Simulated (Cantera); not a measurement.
**C₆H₆ + H₂ (carbon deposition, reforming and gasification)**

Charge: 1 mol C₆H₆, a varied amount of H₂, held at 3.60 Torr.

Method: chemical equilibrium by Gibbs-energy minimisation in Cantera with the NASA 1993 tables (ideal gas, pure condensed phases). Candidate condensed phases: C, C₆H₆, C₇H₈, C₈H₁₈; 76 gas species. Equilibrium is a limit: real reactors are often held back by kinetics, nucleation or transport.

Map the stable condensed phases over T = 575, 600, 625, 650, 675, 700, 725, 750, 775 K and n(H₂) in mol = 7.7, 14, 19, 25, 31, 37, 43, 49, 55, 61, 67, 73, 78.


```
T in K \ n(H₂) in mol
         7.7  14  19  25  31  37  43  49  55  61  67  73  78
    775    A   A   A   A   A   A   A   A   A   A   A   A   A
    750    A   A   A   A   A   A   A   A   A   A   A   A   A
    725    A   A   A   A   A   A   A   A   A   A   A   A   A
    700    A   A   A   A   A   A   A   A   A   A   A   A   A
    675    A   A   A   A   A   A   A   A   A   A   A   A   A
    650    A   A   A   A   A   A   A   A   A   A   B   B   B
    625    A   A   A   A   A   A   B   B   B   B   B   B   B
    600    A   A   A   A   B   B   B   B   B   B   B   B   B
    575    A   A   A   B   B   B   B   B   B   B   B   B   B
```
A: C; B: gas only.
